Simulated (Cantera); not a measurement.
## Thermodynamics of sublimation and decomposition of ceramics, feed BN + N₂

A closed system holds: 1 mol BN, 7.1 mol N₂, held at 0.00220 bar.

Equilibrium computed with Cantera from the NASA thermochemical tables; the gas is ideal and each condensed phase is pure. Candidate condensed phases: B, BN; 5 gas species. Equilibrium is a limit: real reactors are often held back by kinetics, nucleation or transport.

| T (K) | x N₂ | x B | x BN | x N | x B₂ | n BN(s) | n B(s) |
|---|---|---|---|---|---|---|---|
| 1948 | 1.000 | 3.87e-6 | 2.29e-7 | 8.90e-9 | 4.03e-12 | 1.000 | 0 |
| 1998 | 1.000 | 1.34e-5 | 6.90e-7 | 1.87e-8 | 3.05e-11 | 1.000 | 0 |
| 2048 | 1.000 | 4.34e-5 | 1.97e-6 | 3.78e-8 | 2.09e-10 | 1.000 | 0 |
| 2098 | 1.000 | 0.000133 | 5.36e-6 | 7.41e-8 | 1.30e-9 | 0.999 | 0 |
| 2148 | 1.000 | 0.000387 | 1.39e-5 | 1.41e-7 | 7.43e-9 | 0.997 | 0 |
| 2198 | 0.999 | 0.00107 | 3.44e-5 | 2.59e-7 | 3.92e-8 | 0.992 | 0 |
| 2248 | 0.998 | 0.00237 | 6.82e-5 | 4.65e-7 | 1.33e-7 | 0 | 0.981 |
x: gas mole fraction; n: condensed amount in mol.

From 1948 K to 2198 K the condensed part is BN(s). At 2248 K the condensed part is B(s). The main B-bearing gas is B throughout.
